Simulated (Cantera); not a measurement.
**Adiabatic ignition**

An adiabatic, constant-pressure homogeneous reactor starts with 12.7 % H₂, 17.6 % O₂, 66.2 % N₂, 3.43 % H₂O, at 1400 K and 420000 Pa.

Computed with Cantera and the H2/O2 subset of GRI-Mech 3.0, which has no nitrogen chemistry. The hydrogen kinetics of GRI-Mech 3.0 are dated; newer H2 mechanisms differ, most at raised pressure.

| t (s) | T (K) | x H₂ | x O₂ | x H₂O | x O | x H₂O₂ | x HO₂ | x OH |
|---|---|---|---|---|---|---|---|---|
| 5.00e-6 | 1435 | 0.112 | 0.169 | 0.0457 | 0.00178 | 7.49e-6 | 0.000264 | 0.00174 |
| 1.28e-5 | 2151 | 0.00346 | 0.116 | 0.160 | 0.00575 | 8.70e-7 | 2.95e-5 | 0.0128 |
| 3.27e-5 | 2242 | 0.000719 | 0.118 | 0.168 | 0.00119 | 4.77e-7 | 9.87e-6 | 0.00652 |
| 8.36e-5 | 2255 | 0.000391 | 0.119 | 0.169 | 0.000656 | 4.70e-7 | 8.61e-6 | 0.00493 |
| 0.000214 | 2255 | 0.000384 | 0.119 | 0.169 | 0.000645 | 4.71e-7 | 8.60e-6 | 0.00489 |
| 0.000547 | 2255 | 0.000384 | 0.119 | 0.169 | 0.000645 | 4.71e-7 | 8.60e-6 | 0.00489 |
| 0.00140 | 2255 | 0.000384 | 0.119 | 0.169 | 0.000645 | 4.71e-7 | 8.60e-6 | 0.00489 |
| 0.00358 | 2255 | 0.000384 | 0.119 | 0.169 | 0.000645 | 4.71e-7 | 8.60e-6 | 0.00489 |
| 0.00914 | 2255 | 0.000384 | 0.119 | 0.169 | 0.000645 | 4.71e-7 | 8.60e-6 | 0.00489 |
| 0.0234 | 2255 | 0.000384 | 0.119 | 0.169 | 0.000645 | 4.71e-7 | 8.60e-6 | 0.00489 |
| 0.0598 | 2255 | 0.000384 | 0.119 | 0.169 | 0.000645 | 4.71e-7 | 8.60e-6 | 0.00489 |
| 0.153 | 2255 | 0.000384 | 0.119 | 0.169 | 0.000645 | 4.71e-7 | 8.60e-6 | 0.00489 |
| 0.391 | 2255 | 0.000384 | 0.119 | 0.169 | 0.000645 | 4.71e-7 | 8.60e-6 | 0.00489 |
| 1.00 | 2255 | 0.000384 | 0.119 | 0.169 | 0.000645 | 4.71e-7 | 8.60e-6 | 0.00489 |
x: mole fraction; the columns are a selection and need not sum to one.

| Item | Result |
|---|---|
| time of steepest temperature rise | 5.95 µs |
| temperature at 1.00 s | 2255 K |
| equilibrium temperature | 2255 K |
| x(H₂) at 1.00 s | 0.000384 (gas-phase equilibrium 0.000384) |
| x(O₂) at 1.00 s | 0.119 (gas-phase equilibrium 0.119) |
| x(H₂O) at 1.00 s | 0.169 (gas-phase equilibrium 0.169) |
